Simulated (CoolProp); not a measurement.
CHF3 (R23) along the isotherm 160.7 K: density (kg/m³) from the reference equation and from simpler models built on Tc = 299.3 K, pc = 48.32 bar, ω = 0.263; each cubic takes its own stable root.

Values from CoolProp's reference Helmholtz-energy equation of state, Penoncello 2003.

```csv
p (bar),phase,reference
0.229,liquid,1557
0.346,liquid,1557
0.522,liquid,1557
0.787,liquid,1557
1.19,liquid,1557
1.79,liquid,1557
2.7,liquid,1557
4.08,liquid,1558
6.15,liquid,1558
9.28,liquid,1558
14,liquid,1559
21.1,liquid,1560
31.8,liquid,1562
48,liquid,1565
72.5,liquid,1569
```

How far does each simpler model (Soave-Redlich-Kwong, Peng-Robinson) lie from the reference over these 15 states: mean and median of the absolute difference, and the worst?


- Soave-Redlich-Kwong: mean 14.9 %, median 14.9 %, worst -14.9 % at 160.7 K and 0.229 bar
- Peng-Robinson: mean 4.2 %, median 4.2 %, worst -4.2 % at 160.7 K and 72.5 bar
